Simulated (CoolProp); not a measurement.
trans-2-butene at several states: Z from the reference equation and from simpler models built on Tc = 428.6 K, pc = 4019 kPa, ω = 0.210; each cubic takes its own stable root.

Computed with CoolProp (reference Helmholtz-energy equation of state, Lemmon 2005). It is a short technical equation, of lower accuracy than the large ones.

```csv
T (K),p (kPa),phase,reference,Pitzer virial,van der Waals,Redlich-Kwong,Soave-Redlich-Kwong,Peng-Robinson
385.1,11.6,gas,0.9986,0.9986,0.9989,0.9987,0.9986,0.9985
343.8,356,gas,0.9321,0.9360,0.9538,0.9412,0.9373,0.9332
331.7,491,gas,0.8894,0.9006,0.9291,0.9077,0.9008,0.8950
307.4,11.1,gas,0.9971,0.9971,0.9982,0.9976,0.9974,0.9973
313.5,78.8,gas,0.9802,0.9807,0.9878,0.9838,0.9825,0.9816
```
